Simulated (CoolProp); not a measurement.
The fluid at 258.41 K and 0.127 MPa is throttled through a valve to 0.0768 MPa with no heat exchange. The same conditions are run with several fluids, on thermodynamics alone (safety and materials aside).

Computed with CoolProp (reference Helmholtz-energy equation of state of each fluid (oxygen: Schmidt 1985; R143a: Lemmon and Jacobsen 2000; chlorine: Thol 2021; ammonia: Gao 2020; C3F8 (R218): Lemmon 2006)).

Task: Rank oxygen, R143a, chlorine, ammonia, C3F8 (R218) by temperature change (K), highest first.

Result: oxygen (-0.2), C3F8 (R218) (-1.1), R143a (-1.6), chlorine (-2.1), ammonia (-2.6)

| fluid | final density (kg/m³) |
|---|---|
| oxygen | 1.15 |
| R143a | 3.09 |
| chlorine | 2.60 |
| ammonia | 0.624 |
| C3F8 (R218) | 6.94 |
